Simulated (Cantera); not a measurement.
**Ignition delay**

Mixture: CO : H2 : O2 : N2 = 1 : 0.34 : 0.971 : 3.65 (molar parts), equivalence ratio 0.69, at 100000 Pa, adiabatic and at constant pressure. Ignition delay is the time to a rise of 400 K.

Detailed kinetics in Cantera: GRI-Mech 3.0 (53 species, 325 reactions). Where the delays flatten at high temperature, the 400 K rule measures the pace of heat release, not the induction time.

| T0 (K) | delay (ms) |
|---|---|
| 1150 | 0.111 |
| 1225 | 0.0813 |
| 1300 | 0.0660 |
| 1375 | 0.0575 |
| 1450 | 0.0530 |
